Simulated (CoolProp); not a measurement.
Aqueous magnesium chloride as a coolant, 13 % by mass, freezing at -13.1 °C, 1 atm.

The numbers come from the Melinder's fits for secondary coolants in CoolProp.

```csv
T (°C),Prandtl number,density (kg/m³),viscosity (mPa s),cp (kJ/(kg K))
-10.3,31.9,1118,4.85,3.381
-6.8,27.6,1118,4.23,3.389
-3.3,24.0,1117,3.72,3.397
0.2,21.1,1116,3.29,3.405
3.7,18.6,[?],2.93,3.413
7.1,16.5,1114,2.63,3.420
10.6,[?],1113,2.36,3.428
14.1,13.1,[?],2.12,3.435
17.6,11.7,1111,1.91,3.442
21.1,10.5,1110,[?],3.449
24.5,9.40,1108,1.57,3.456
28,8.42,1107,1.41,3.463
31.5,7.53,1106,1.28,3.470
```

Question: Fill in the missing entries.

Answer: 
- 3.7, density (kg/m³): 1115
- 10.6, Prandtl number: 14.7
- 14.1, density (kg/m³): 1112
- 21.1, viscosity (mPa s): 1.73
